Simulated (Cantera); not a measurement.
Charge: 1 mol SiH2Cl2, 0.027 mol HCl, 9.3 mol H2, at 7700 Pa.

Method: chemical equilibrium by Gibbs-energy minimisation in Cantera with the NASA 1993 tables (ideal gas, pure condensed phases). Candidate condensed phases: Si; 19 gas species. Rates play no part.

Over these rows the condensed part is Si(s). Partial pressures as log10 of bar:

```csv
T (K),1000/T (1/K),log p SiCl2,log p H2,log p SiCl4,log p HCl,log p SiHCl3
875,1.1429,-5.57,-1.14,-2.57,-3.41,-2.96
950,1.0526,?,-1.14,-2.59,-3.08,-2.99
1025,0.9756,-4.21,-1.14,-2.62,-2.80,-3.03
1100,0.9091,-3.70,-1.15,-2.69,-2.58,-3.09
1175,0.8511,-3.29,-1.16,-2.80,-2.40,-3.19
1250,0.8000,-2.97,-1.16,-3.00,-2.27,-3.35
```

### Question
Fit log p(SiCl2) = a + b·(1000/T) to the five rows, give the apparent enthalpy, and predict the row at 950 K.

### Answer
Means: 1000/T = 0.9357, log p = -3.948. Sxy = -0.541510, Sxx = 0.0708031, so b = -7.65 and a = -3.948 − (-7.65)×0.9357 = 3.21.
Apparent enthalpy: −19.145 × (-7.65) = 146 kJ/mol. With the condensed phases at unit activity, 1/2 Si(s) + 1/2 SiCl4(g) = SiCl2(g) links this pressure to the main gases: over the six rows their terms move log p by -0.22 in all, so the slope isn't that reaction's ΔH° alone. The five rows lie within 0.06 of the line.
Prediction at 950 K: 3.21 + (-7.65)×1.0526 = -4.84. The computed value is -4.83, 0.01 from the line.
